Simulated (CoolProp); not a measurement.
A single-stage vapour-compression cycle with the fluid: evaporating at 259.15 K (dew point), condensing at 311.15 K (bubble point), superheat 10 K, subcooling 0 K, compressor efficiency 0.6, no pressure losses. The same conditions are run with several fluids, on thermodynamics alone (safety and materials aside).

Computed with CoolProp (reference Helmholtz-energy equation of state of each fluid (propane: Lemmon 2009; R125: Lemmon 2005; CH2F2 (R32): Tillner-Roth 1997; cis-2-butene: Lemmon 2005; n-perfluorobutane: Gao 2022; R152A: Outcalt 1996)).

| fluid | cooling COP | pressure ratio | discharge temperature (K) | refrigerating effect (kJ/kg) | volumetric capacity (kJ/m³) |
|---|---|---|---|---|---|
| propane | 2.27 | … | 350.2 | 274 | … |
| R125 | 1.94 | 4.56 | 337.8 | … | 2060 |
| CH2F2 (R32) | 2.20 | 4.66 | 405.8 | 251 | 3270 |
| cis-2-butene | … | 6.53 | 361.3 | 330 | 413 |
| n-perfluorobutane | 1.85 | 6.52 | 311.1 | … | 341 |
| R152A | 2.39 | 5.56 | … | 240 | 1150 |

Q: Fill in the missing entries.

A: 
- propane, pressure ratio: 4.33
- propane, volumetric capacity (kJ/m³): 1750
- R125, refrigerating effect (kJ/kg): 82.7
- cis-2-butene, cooling COP: 2.49
- n-perfluorobutane, refrigerating effect (kJ/kg): 51.1
- R152A, discharge temperature (K): 370.6

The compression ends wet for: n-perfluorobutane.
